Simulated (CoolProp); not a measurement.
Aqueous methanol as a coolant, at 1 °C, 1 atm.

Computed with CoolProp (Melinder's fits for secondary coolants).

```tsv
mass %	freezing point (°C)	density (kg/m³)	Prandtl number	conductivity (W/(m K))	cp (kJ/(kg K))
3.7	-2.2	993.4	15.6	0.543	4.274
8.8	___	985.9	___	0.517	4.252
13.9	-9.6	979.5	23.1	0.492	4.182
19	-14.1	973.5	26.6	___	4.090
24.1	-19.2	967.4	29.7	0.444	3.992
29.3	-24.9	960.8	32.1	0.421	3.892
34.4	-31.1	953.7	___	0.399	3.793
39.5	-38.0	946.0	34.2	0.378	3.691
44.6	-45.6	937.6	33.9	0.359	3.582
```

### Question
What belongs in the gaps?

### Answer

- 8.8, freezing point (°C): -5.6
- 8.8, Prandtl number: 19.3
- 19, conductivity (W/(m K)): 0.468
- 34.4, Prandtl number: 33.7
